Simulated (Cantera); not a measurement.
A freely propagating, adiabatic, planar premixed flame of 8.87 % CO, 9.76 % H2, 5.68 % CH4, 15.9 % O2, 59.8 % N2, unburnt at 400 K and 150000 Pa; mixture-averaged transport, grid criteria slope 0.08 and curve 0.16, no radiation.

Computed with Cantera and GRI-Mech 3.0 (53 species, 325 reactions). Burning velocities carry a grid error of a few per cent, more on coarse grids.

Q: Predict: laminar burning velocity; thermal thickness; peak x(OH); peak x(CH3).

A: 
```
Property                    Result
------------------------  --------
laminar burning velocity  124 cm/s
thermal thickness         0.189 mm
peak x(OH)                 0.00848
peak x(CH3)                0.00187
```
